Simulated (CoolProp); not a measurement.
A Linde-Hampson liquefier for carbon monoxide: isothermal reversible compression at 230 K from 1 atm to 15 MPa, throttling to 1 atm, return gas leaving the recuperator 10 K below the feed. Each further row changes one setting.

The numbers come from the reference Helmholtz-energy equation of state, Lemmon 2006 in CoolProp. It is a short technical equation, of lower accuracy than the large ones.

| case | liquid yield per pass | compression work (kJ/kg of gas) |
|---|---|---|
| as stated | 0.127 | 330 |
| high pressure 30 MPa | (withheld) | (withheld) |
| warm-end temperature 260 K | (withheld) | 379 |
| warm-end gap 15 K | (withheld) | 330 |

**Question.** Complete the blanks.

**Answer.** 
- high pressure 30 MPa, liquid yield per pass: 0.182
- high pressure 30 MPa, compression work (kJ/kg of gas): 376
- warm-end temperature 260 K, liquid yield per pass: 0.083
- warm-end gap 15 K, liquid yield per pass: 0.114
